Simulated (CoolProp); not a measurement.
Properties of n-heptane along the isobar 16.4 MPa.

The numbers come from the reference Helmholtz-energy equation of state, Span 2003 in CoolProp. It is a short technical equation, of lower accuracy than the large ones.

```json
[
 {"T (K)": "459.2", "phase": "liquid", "Z": "0.7582", "isothermal compressibility (1/MPa)": "…", "expansivity (1/kK)": "1.485", "fugacity coefficient": "0.08170"},
 {"T (K)": "479.3", "phase": "liquid", "Z": "0.7490", "isothermal compressibility (1/MPa)": "0.004633", "expansivity (1/kK)": "…", "fugacity coefficient": "…"},
 {"T (K)": "499.4", "phase": "liquid", "Z": "0.7426", "isothermal compressibility (1/MPa)": "0.005539", "expansivity (1/kK)": "…", "fugacity coefficient": "…"},
 {"T (K)": "519.5", "phase": "liquid", "Z": "0.7388", "isothermal compressibility (1/MPa)": "0.006648", "expansivity (1/kK)": "1.761", "fugacity coefficient": "0.1753"},
 {"T (K)": "539.6", "phase": "liquid", "Z": "0.7377", "isothermal compressibility (1/MPa)": "0.007995", "expansivity (1/kK)": "1.864", "fugacity coefficient": "…"},
 {"T (K)": "559.8", "phase": "supercritical", "Z": "0.7392", "isothermal compressibility (1/MPa)": "0.009620", "expansivity (1/kK)": "1.970", "fugacity coefficient": "0.2552"},
 {"T (K)": "579.9", "phase": "supercritical", "Z": "0.7431", "isothermal compressibility (1/MPa)": "0.01152", "expansivity (1/kK)": "2.072", "fugacity coefficient": "…"},
 {"T (K)": "600", "phase": "supercritical", "Z": "0.7495", "isothermal compressibility (1/MPa)": "0.01371", "expansivity (1/kK)": "2.165", "fugacity coefficient": "0.3430"}
]
```

What belongs in the gaps?


- 459.2, isothermal compressibility (1/MPa): 0.003895
- 479.3, expansivity (1/kK): 1.569
- 479.3, fugacity coefficient: 0.1088
- 499.4, expansivity (1/kK): 1.661
- 499.4, fugacity coefficient: 0.1401
- 539.6, fugacity coefficient: 0.2138
- 579.9, fugacity coefficient: 0.2984
